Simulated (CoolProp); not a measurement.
Computed with CoolProp (reference Helmholtz-energy equation of state, Setzmann 1991).

Question: For methane, give the phase and the cp (kJ/(kg K)), conductivity (mW/(m K)) at 228.9 K and 230 bar; 228.9 K and 307 bar.

Answer: 
- 228.9 K and 230 bar: supercritical; cp 3.88, conductivity 90.5
- 228.9 K and 307 bar: supercritical; cp 3.55, conductivity 102

Thermal conductivity comes from a separate model (Friend 1989).
